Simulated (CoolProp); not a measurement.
Properties of R1336mzz(Z) along the isotherm 460.3 K (Tc = 444.5 K, pc = 2.904 MPa, ω = 0.386).

Computed with CoolProp (reference Helmholtz-energy equation of state, McLinden 2020).

| p (MPa) | phase | Z | cv (kJ/(kg K)) | Joule-Thomson coefficient (K/MPa) | isothermal compressibility (1/MPa) | expansivity (1/kK) | fugacity coefficient |
|---|---|---|---|---|---|---|---|
| 0.605 | gas | 0.9320 | 1.041 | 9.345 | 1.779 | 2.802 | 0.9356 |
| 1.21 | gas | 0.8573 | 1.055 | 10.22 | 0.9785 | 3.737 | 0.8727 |
| 1.81 | gas | 0.7739 | 1.074 | 11.39 | 0.7447 | 5.259 | 0.8114 |
| 2.42 | gas | 0.6746 | 1.100 | 13.06 | 0.6800 | 8.290 | 0.7498 |
| 3.02 | supercritical | 0.5499 | 1.141 | 15.37 | 0.7778 | 16.56 | 0.6890 |
| 3.63 | supercritical | 0.3570 | 1.204 | 14.77 | 1.279 | 58.34 | 0.6242 |
| 4.23 | supercritical | 0.2723 | 1.163 | 5.924 | 0.2876 | 24.04 | 0.5606 |
| 4.84 | supercritical | 0.2784 | 1.138 | 3.396 | 0.1235 | 13.27 | 0.5084 |
| 5.44 | supercritical | 0.2952 | 1.125 | 2.392 | 0.07768 | 9.674 | 0.4677 |
| 6.05 | supercritical | 0.3154 | 1.117 | 1.829 | 0.05626 | 7.803 | 0.4344 |
| 6.65 | supercritical | 0.3365 | 1.112 | 1.473 | 0.04427 | 6.667 | 0.4076 |
| 7.26 | supercritical | 0.3585 | 1.108 | 1.218 | 0.03640 | 5.874 | 0.3849 |
